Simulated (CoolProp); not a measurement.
A simple Rankine cycle with methanol: condensing at 308.15 K, boiler at 1.1 MPa, turbine inlet 415.5 K, turbine efficiency 0.65, pump efficiency 0.6, no recuperator. Each further row changes one setting.

The numbers come from the reference Helmholtz-energy equation of state, de Reuck 1993 in CoolProp.

```tsv
case	thermal efficiency (%)	net work (kJ/kg)	heat in (kJ/kg)	turbine exit temperature (K)	volume ratio over the turbine
as stated	14.6	?	1230	308.1	31.0
turbine inlet 435.5 K	14.8	194	1310	308.1	?
condensing temperature 300.15 K	15.7	196	1250	300.2	?
boiler pressure 0.77 MPa	13.5	173	1280	308.1	21.1
turbine efficiency 0.55	12.4	152	1230	308.1	?
```

Question: What belongs in the gaps?

Answer: 
- as stated, net work (kJ/kg): 180
- turbine inlet 435.5 K, volume ratio over the turbine: 29.2
- condensing temperature 300.15 K, volume ratio over the turbine: 44.8
- turbine efficiency 0.55, volume ratio over the turbine: 31.8

The expansion ends wet for: as stated; turbine inlet 435.5 K; condensing temperature 300.15 K; boiler pressure 0.77 MPa; turbine efficiency 0.55.
